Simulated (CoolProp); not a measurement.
The numbers come from the reference Helmholtz-energy equation of state, Thol 2015 in CoolProp.

Task: For octamethylcyclotetrasiloxane (D4), give the phase and the Z, cv (kJ/(kg K)), isothermal compressibility (1/MPa), expansivity (1/kK) at 329.4 K and 0.0481 MPa; 329.4 K and 0.433 MPa.

Result: 
- 329.4 K and 0.0481 MPa: liquid; Z 0.00569, cv 1.44, isothermal compressibility 0.00199, expansivity 1.27
- 329.4 K and 0.433 MPa: liquid; Z 0.0512, cv 1.44, isothermal compressibility 0.00197, expansivity 1.26
